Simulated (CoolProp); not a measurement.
Vapour-liquid equilibrium of benzene (1) + n-decane (2) at 2.46 bar; x and y are mole fractions of (1).

The numbers come from the multi-fluid Helmholtz-energy mixture model, Thol 2012 and Lemmon 2006; pair parameters Bell 2016 in CoolProp.

```json
[
 {"x": "0.05", "bubble temperature (K)": "474.6", "y at the bubble point": "0.232", "dew temperature at overall composition x (K)": "483.5", "liquid density (mol/L)": "4.176"},
 {"x": "0.125", "bubble temperature (K)": "459.0", "y at the bubble point": "0.492", "dew temperature at overall composition x (K)": "480.0", "liquid density (mol/L)": "4.476"},
 {"x": "0.2", "bubble temperature (K)": "445.6", "y at the bubble point": "0.661", "dew temperature at overall composition x (K)": "476.3", "liquid density (mol/L)": "4.784"},
 {"x": "0.275", "bubble temperature (K)": "434.3", "y at the bubble point": "0.768", "dew temperature at overall composition x (K)": "472.3", "liquid density (mol/L)": "5.102"},
 {"x": "0.35", "bubble temperature (K)": "425.1", "y at the bubble point": "0.837", "dew temperature at overall composition x (K)": "468.1", "liquid density (mol/L)": "5.432"},
 {"x": "0.425", "bubble temperature (K)": "417.6", "y at the bubble point": "0.882", "dew temperature at overall composition x (K)": "463.5", "liquid density (mol/L)": "5.782"},
 {"x": "0.5", "bubble temperature (K)": "411.3", "y at the bubble point": "0.914", "dew temperature at overall composition x (K)": "458.4", "liquid density (mol/L)": "6.156"},
 {"x": "0.575", "bubble temperature (K)": "406.0", "y at the bubble point": "0.937", "dew temperature at overall composition x (K)": "452.9", "liquid density (mol/L)": "6.563"},
 {"x": "0.65", "bubble temperature (K)": "401.3", "y at the bubble point": "0.954", "dew temperature at overall composition x (K)": "446.5", "liquid density (mol/L)": "7.009"},
 {"x": "0.725", "bubble temperature (K)": "397.3", "y at the bubble point": "0.967", "dew temperature at overall composition x (K)": "439.2", "liquid density (mol/L)": "7.504"},
 {"x": "0.8", "bubble temperature (K)": "393.6", "y at the bubble point": "0.978", "dew temperature at overall composition x (K)": "430.3", "liquid density (mol/L)": "8.058"},
 {"x": "0.875", "bubble temperature (K)": "390.2", "y at the bubble point": "0.988", "dew temperature at overall composition x (K)": "418.9", "liquid density (mol/L)": "8.686"},
 {"x": "0.95", "bubble temperature (K)": "387.1", "y at the bubble point": "0.995", "dew temperature at overall composition x (K)": "402.4", "liquid density (mol/L)": "9.404"}
]
```

No azeotrope shows between x = 0.05 and 0.95.

The pair parameters rest on a limited set of measurements; away from them the model extrapolates.
